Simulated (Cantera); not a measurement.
## TiO2 + CH4 + H2 + C (carbothermic reduction)

Feed: 1 mol TiO2, 2.1 mol CH4, 0.44 mol H2, a varied amount of C, held at 1800 K and 133 Pa.

These are equilibrium values from Cantera (NASA tables, ideal gas, pure condensed phases), not measurements of a reactor. Candidate condensed phases: C, C6H6, C7H8, C8H18, H2O, Ti, TiC, TiO, TiO2, Ti2O3, Ti3O5, Ti4O7; 113 gas species. Mutual solubility and eutectic melting of coexisting phases are not modelled. TiC, TiO: taken at fixed stoichiometry. Condensed phases not in the tables: solid solutions among these carbides, nitrides and lower oxides. Equilibrium is a limit: real reactors are often held back by kinetics, nucleation or transport.

| n(C) (mol) | x H2 | x CO | x H | x C2H2 (acetylene) | x H2O | x TiO | n TiC(s) | n TiO(s) | n C(graphite) |
|---|---|---|---|---|---|---|---|---|---|
| 0.72 | 0.701 | 0.290 | 0.00821 | 1.21e-9 | 2.46e-5 | 1.29e-5 | 0.910 | 0.0898 | 0 |
| 0.95 | 0.692 | 0.300 | 0.00816 | 0.000121 | 7.89e-8 | 1.32e-10 | 1.00 | 0 | 0.0484 |
| 1.2 | 0.692 | 0.300 | 0.00816 | 0.000121 | 7.89e-8 | 1.32e-10 | 1.00 | 0 | 0.298 |
| 1.4 | 0.692 | 0.300 | 0.00816 | 0.000121 | 7.89e-8 | 1.32e-10 | 1.00 | 0 | 0.498 |
| 1.6 | 0.692 | 0.300 | 0.00816 | 0.000121 | 7.89e-8 | 1.32e-10 | 1.00 | 0 | 0.698 |
| 1.9 | 0.692 | 0.300 | 0.00816 | 0.000121 | 7.89e-8 | 1.32e-10 | 1.00 | 0 | 0.998 |
| 2.1 | 0.692 | 0.300 | 0.00816 | 0.000121 | 7.89e-8 | 1.32e-10 | 1.00 | 0 | 1.20 |
| 2.3 | 0.692 | 0.300 | 0.00816 | 0.000121 | 7.89e-8 | 1.32e-10 | 1.00 | 0 | 1.40 |
| 2.6 | 0.692 | 0.300 | 0.00816 | 0.000121 | 7.89e-8 | 1.32e-10 | 1.00 | 0 | 1.70 |
| 2.8 | 0.692 | 0.300 | 0.00816 | 0.000121 | 7.89e-8 | 1.32e-10 | 1.00 | 0 | 1.90 |
| 3 | 0.692 | 0.300 | 0.00816 | 0.000121 | 7.89e-8 | 1.32e-10 | 1.00 | 0 | 2.10 |
| 3.3 | 0.692 | 0.300 | 0.00816 | 0.000121 | 7.89e-8 | 1.32e-10 | 1.00 | 0 | 2.40 |
| 3.5 | 0.692 | 0.300 | 0.00816 | 0.000121 | 7.89e-8 | 1.32e-10 | 1.00 | 0 | 2.60 |
x: gas mole fraction; n: condensed amount in mol.

At 0.72 mol C the condensed part is TiC(s) + TiO(s). From 0.95 mol C to 3.5 mol C the condensed part is C(graphite) + TiC(s).
